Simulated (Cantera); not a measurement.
# Aluminium nitride and oxide growth: AlCl3 + O2 + N2

Feed: 1 mol AlCl3, a varied amount of O2, 1.4 mol N2, equilibrated at 1223.15 K and 100 Torr.

Cantera equilibrium calculation (NASA polynomials, part measured and part estimated; ideal gas, pure solids and liquids). Candidate condensed phases: Al, AlCl3, AlN, Al2O3; 24 gas species. Kinetics and transport are ignored.

| n(O2) (mol) | log p O2 | log p N2 | log p Cl2 | log p AlCl3 | log p Cl | log p NO | log p ClO | log p Al2Cl6 | n Al2O3(s) |
|---|---|---|---|---|---|---|---|---|---|
| 0.29 | -8.15 | -1.14 | -1.53 | -1.50 | -2.99 | -7.89 | -8.49 | -5.09 | 0.193 |
| 0.38 | -7.80 | -1.15 | -1.43 | -1.61 | -2.94 | -7.72 | -8.26 | -5.30 | 0.253 |
| 0.5 | -7.34 | -1.17 | -1.32 | -1.79 | -2.88 | -7.50 | -7.98 | -5.66 | 0.333 |
| 0.66 | -6.52 | -1.18 | -1.22 | -2.25 | -2.83 | -7.09 | -7.51 | -6.59 | 0.440 |
| 0.87 | -2.28 | -1.21 | -1.19 | -5.39 | -2.82 | -4.99 | -5.38 | -12.85 | 0.500 |
| 1.2 | -1.75 | -1.26 | -1.23 | -5.85 | -2.84 | -4.75 | -5.14 | <-12 | 0.500 |
| 1.5 | -1.56 | -1.29 | -1.27 | -6.05 | -2.86 | -4.67 | -5.06 | <-12 | 0.500 |
| 2 | -1.40 | -1.35 | -1.33 | -6.25 | -2.89 | -4.62 | -5.01 | <-12 | 0.500 |
| 2.7 | -1.27 | -1.42 | -1.39 | -6.45 | -2.92 | -4.59 | -4.98 | <-12 | 0.500 |
| 3.5 | -1.19 | -1.48 | -1.46 | -6.61 | -2.95 | -4.58 | -4.97 | <-12 | 0.500 |
| 4.6 | -1.12 | -1.56 | -1.54 | -6.78 | -2.99 | -4.58 | -4.98 | <-12 | 0.500 |
| 6.1 | -1.06 | -1.65 | -1.63 | -6.95 | -3.04 | -4.60 | -4.99 | <-12 | 0.500 |
log p: log10 of the partial pressure in bar; n: condensed amount in mol.

From 0.29 mol O2 to 6.1 mol O2 the condensed part is Al2O3(s). The main Al-bearing gas is AlCl3 throughout.
